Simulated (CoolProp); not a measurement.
CH3F (R41) at several states: density (kg/m³) from the reference equation and from simpler models built on Tc = 317.3 K, pc = 5.906 MPa, ω = 0.200; each cubic takes its own stable root.

The numbers come from the reference Helmholtz-energy equation of state, Lemmon 2006 in CoolProp. It is a short technical equation, of lower accuracy than the large ones.

```tsv
T (K)	p (MPa)	phase	reference	van der Waals	Redlich-Kwong	Soave-Redlich-Kwong	Peng-Robinson
358.2	0.0527	gas	0.6036	0.6034	0.6035	0.6034	0.6036
423.7	0.0257	gas	0.2484	0.2484	0.2484	0.2484	0.2484
216.1	0.723	liquid	835.6	15.18	643.7	662.2	749.4
181	6.64	liquid	916.7	488.9	714.9	727.2	819.0
192.3	0.0549	gas	1.197	1.179	1.184	1.185	1.185
236.2	1.03	liquid	787.6	20.19	599.7	620.4	703.3
```

At some of these states van der Waals gives the other phase, because its saturation line lies elsewhere.
